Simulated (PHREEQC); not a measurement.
A made-up water analysis in mg/L, 75 °C, pH 3.35, pe 9.6:

```csv
constituent,mg/L
Na,98.5
K,12.6
Ca,521
Mg,0.405
Cl,161
S(6) as SO4,1330
B,1.51
Al,0.119
```

Valence states are taken as typed.

Model: ion-association model, wateq4f.dat, run in PHREEQC.

```json
[
 {"quantity": "ionic strength (mol/kgw)", "before": "0.0390", "after": "0.0722"},
 {"quantity": "Ca+2 (mol/kgw)", "before": "0.00844", "after": "0.0154"},
 {"quantity": "SO4-2 (mol/kgw)", "before": "0.00842", "after": "0.0156"},
 {"quantity": "CaSO4 (mol/kgw)", "before": "0.00455", "after": "0.0105"},
 {"quantity": "HSO4- (mol/kgw)", "before": "0.000731", "after": "0.00117"},
 {"quantity": "SI of Gypsum (CaSO4:2H2O)", "before": "-0.10", "after": "+0.27"},
 {"quantity": "SI of Boehmite (AlOOH)", "before": "-2.47", "after": "-2.39"}
]
```

Q: Name the change that produced these shifts.
A. Na from 98.5 to 296 mg/L
B. temperature from 75 to 25 °C at the same typed pH
C. all concentrations times 2 at the same typed pH

A: C, all concentrations times 2 at the same typed pH

Precipitation was switched off in this run. Some of these states are supersaturated (in Gypsum, for instance). Constants without temperature data keep their 25 °C values here.
